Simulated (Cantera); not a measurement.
Input (Python, Cantera) and output of one run.

```python
import numpy as np
import cantera as ct

gas_names = """
    H HO2 H2 H2O H2O2 O OH O2 O3 Si SiH SiH2 SiH3 SiH4 SiO SiO2 Si2 Si3
""".split()
cond_names = """
    H2O(s) H2O(L) Si(cr) Si(L) SiO2(Lqz) SiO2(hqz) SiO2(L)
""".split()


# ... load() reads the species with a 1 bar reference pressure and builds the phases ...
atoms = {
    'Si': {'Si': 1},
    'O2': {'O': 2},
    'H2': {'H': 2},
}
top_T = {}  # K; cautious upper limits of use, not melting points


# ... equilibrate(T, P, feed) seeds the gas with the atoms and calls Mixture.equilibrate('TP', solver="vcs", rtol=1e-11, max_steps=5000) ...
results = []
feed = {'Si': 1, 'O2': 0.025, 'H2': 43}  # mol
T = 1173.15  # K
P = 100000  # Pa
mix = equilibrate(T, P, feed)
results.append((T, P, feed, dict(zip(mix.species_names, mix.species_moles))))
x = sorted(zip(gas.X, gas.species_names), reverse=True)
print(f"T = {T:g} K  P = {P:g} Pa  gas = {mix.phase_moles(0):.4g} mol")
print("   x: " + "  ".join(f"{s} {v:.3e}" for v, s in x if v > 1e-05))
print("   condensed (mol): " + ("  ".join(f"{mix.phase(i).name} {mix.phase_moles(i):.4g}"
      for i in range(1, mix.n_phases) if mix.phase_moles(i) > 1e-12) or "none"))
```

Output:

```
T = 1173.15 K  P = 100000 Pa  gas = 43 mol
   x: H2 1.000e+00
   condensed (mol): Si(cr) 0.975  SiO2(hqz) 0.02499
```

Equilibrium computed with Cantera from the NASA thermochemical tables; the gas is ideal and each condensed phase is pure. Mutual solubility and eutectic melting of coexisting phases are not modelled. The tables hold silica as quartz up to 1696 K and as liquid above; real silica turns to tridymite and cristobalite and melts near 1996 K.
